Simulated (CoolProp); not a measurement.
Aqueous lithium chloride as a coolant, at -9 °C, 1 atm.

Model: Melinder's fits for secondary coolants, in CoolProp.

```csv
mass %,freezing point (°C),density (kg/m³),Prandtl number,conductivity (W/(m K)),cp (kJ/(kg K))
9.6,-11.5,(withheld),22.3,(withheld),(withheld)
11.6,-15.2,1070,23.4,0.526,3.523
13.7,-20.1,1083,24.6,0.523,3.403
15.7,(withheld),1095,25.8,(withheld),3.293
17.7,-33.7,(withheld),(withheld),(withheld),3.189
```

Q: What belongs in the gaps?

A: 
- 9.6, density (kg/m³): 1058
- 9.6, conductivity (W/(m K)): 0.530
- 9.6, cp (kJ/(kg K)): 3.641
- 15.7, freezing point (°C): -26.2
- 15.7, conductivity (W/(m K)): 0.519
- 17.7, density (kg/m³): 1108
- 17.7, Prandtl number: 27.2
- 17.7, conductivity (W/(m K)): 0.516
